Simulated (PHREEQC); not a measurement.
## Silver or lead bath (model solution)

Make-up at 53 °C: 7.37e-05 mol/kgw Ag2SO4 and 0.00019 mol/kgw KNO3. Closed to the air; pH follows from the charge balance.

Equilibrium calculation in PHREEQC: ion-association model, wateq4f.dat.

```
Item                       Value
--------------  ----------------
pH                          6.60
ionic strength  0.000411 mol/kgw
```

```
species  molality  activity   log γ
-------  --------  --------  ------
NO3-     0.000190  0.000185  -0.011
K+       0.000190  0.000185  -0.011
Ag+      0.000147  0.000144  -0.011
SO4-2     7.33e-5   6.65e-5  -0.042
OH-       2.59e-7   2.53e-7  -0.011
H+        2.56e-7   2.50e-7  -0.010
AgSO4-    2.37e-7   2.31e-7  -0.011
KSO4-     1.39e-7   1.35e-7  -0.011
AgNO3     1.36e-8   1.36e-8   0.000
```

No solid was allowed to form. At this temperature some constants are extrapolated from 25 °C, and those without enthalpy data are left unchanged.
